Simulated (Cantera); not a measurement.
An adiabatic, constant-volume homogeneous reactor starts with CH₄ : C₂H₆ : O₂ : N₂ = 1 : 0.033 : 2.27 : 8.55 (molar parts), at 1150 K and 0.286 atm. Integrator tolerance rtol = 1e-08.

Detailed kinetics in Cantera: GRI-Mech 3.0 (53 species, 325 reactions).

Problem. What does this change do: O2 2.27 to 1.5 parts?

Solution. 
```
quantity                                                          before                                      after
---------------------------------  -------------------------------------  -----------------------------------------
time of steepest temperature rise                                90.8 ms                                    0.160 s
temperature at 0.700 s                                            2691 K                                     2528 K
equilibrium temperature                                           2691 K                                     2528 K
x(CH₄) at 0.700 s                  <1e-12 (gas-phase equilibrium <1e-12)      <1e-12 (gas-phase equilibrium <1e-12)
x(C₂H₆) at 0.700 s                 <1e-12 (gas-phase equilibrium <1e-12)      <1e-12 (gas-phase equilibrium <1e-12)
x(O₂) at 0.700 s                   0.0262 (gas-phase equilibrium 0.0262)  0.000581 (gas-phase equilibrium 0.000581)
x(C₂H₂) at 0.700 s                 <1e-12 (gas-phase equilibrium <1e-12)      <1e-12 (gas-phase equilibrium <1e-12)
x(NO) at 0.700 s                   0.0104 (gas-phase equilibrium 0.0104)    0.00122 (gas-phase equilibrium 0.00122)
```

Problem. What does this change do: C2H6 0.033 to 0.01 parts?

Solution. 
```csv
quantity,before,after
time of steepest temperature rise,90.8 ms,0.174 s
temperature at 0.700 s,2691 K,2677 K
equilibrium temperature,2691 K,2677 K
x(CH₄) at 0.700 s,<1e-12 (gas-phase equilibrium <1e-12),<1e-12 (gas-phase equilibrium <1e-12)
x(C₂H₆) at 0.700 s,<1e-12 (gas-phase equilibrium <1e-12),<1e-12 (gas-phase equilibrium <1e-12)
x(O₂) at 0.700 s,0.0262 (gas-phase equilibrium 0.0262),0.0296 (gas-phase equilibrium 0.0296)
x(C₂H₂) at 0.700 s,<1e-12 (gas-phase equilibrium <1e-12),<1e-12 (gas-phase equilibrium <1e-12)
x(NO) at 0.700 s,0.0104 (gas-phase equilibrium 0.0104),0.0108 (gas-phase equilibrium 0.0108)
```
